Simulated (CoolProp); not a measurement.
Model: reference Helmholtz-energy equation of state, Lemmon 2006, in CoolProp. It is a short technical equation, of lower accuracy than the large ones.

### Question
For C3F8 (R218), give the phase and the speed of sound (m/s), conductivity (mW/(m K)) at 271.9 K and 9450 kPa; 416.5 K and 37.5 kPa.

### Answer
- 271.9 K and 9450 kPa: liquid; speed of sound 485, conductivity 58.1
- 416.5 K and 37.5 kPa: gas; speed of sound 139, conductivity 22.6

Thermal conductivity comes from a separate model (Huber 2003), an estimate that may be off by 10 % or more.
